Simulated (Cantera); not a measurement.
An isothermal, constant-pressure homogeneous reactor starts with CH4 : N2 = 1 : 90 (molar parts), at 1498 K and 0.0109 atm.

Cantera simulation using GRI-Mech 3.0 (53 species, 325 reactions); the numbers are that mechanism's predictions, not measurements. GRI-Mech 3.0 stops at C3 and has no aromatics, soot or wall deposition, so with more carbon than oxygen in the feed, carbon stays in small species such as C2H2 where larger ones or solid carbon would form. Radical loss at walls, strong at low pressure, is not modelled.

Task: Predict: x(CH4) at 200 s; x(CH3) at 200 s; x(H) at 200 s; x(H2) at 200 s; x(C2H2) at 200 s; x(C2H) at 200 s; x(C2H4) at 200 s.

Result: 
| Item | Result |
|---|---|
| x(CH4) at 200 s | 0.000140 (gas-phase equilibrium 4.07e-7) |
| x(CH3) at 200 s | 3.37e-6 (gas-phase equilibrium 1.06e-8) |
| x(H) at 200 s | 1.91e-5 (gas-phase equilibrium 2.11e-5) |
| x(H2) at 200 s | 0.0161 (gas-phase equilibrium 0.0163) |
| x(C2H2) at 200 s | 0.00536 (gas-phase equilibrium 0.000423) |
| x(C2H) at 200 s | 1.19e-8 (gas-phase equilibrium 1.02e-9) |
| x(C2H4) at 200 s | 3.82e-7 (gas-phase equilibrium 2.18e-8) |
